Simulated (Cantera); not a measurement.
Feed: 1 mol AlN, 0.013 mol H2, at 2452 °C and 0.133 bar.

Cantera equilibrium calculation (NASA polynomials, part measured and part estimated; ideal gas, pure solids and liquids). Candidate condensed phases: Al, AlN; 13 gas species. Kinetics and transport are ignored.

Base state: Al 0.656, N2 0.329, H 0.00962, H2 0.00317, AlH 0.00117, Al2 0.00109 (mole fractions); condensed: gas only.

Problem. What changes in the equilibrium state with this change: H2 from 0.013 to 0.61 mol?

Solution. 
```
species   before     after
-------  -------  --------
Al         0.656     0.448
H2       0.00317     0.234
N2         0.329     0.228
H        0.00962    0.0826
AlH      0.00117   0.00688
Al2      0.00109  0.000508
```
